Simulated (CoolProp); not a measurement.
Values from CoolProp's reference Helmholtz-energy equation of state, Outcalt 1996. It is a modified Benedict-Webb-Rubin equation, recast in Helmholtz form.

For R152A, give the phase and the Joule-Thomson coefficient (K/MPa), fugacity coefficient at 48.35 °C and 0.708 MPa; 115.85 °C and 0.708 MPa.


- 48.35 °C and 0.708 MPa: gas; Joule-Thomson coefficient 22.9, fugacity coefficient 0.889
- 115.85 °C and 0.708 MPa: gas; Joule-Thomson coefficient 11.7, fugacity coefficient 0.944
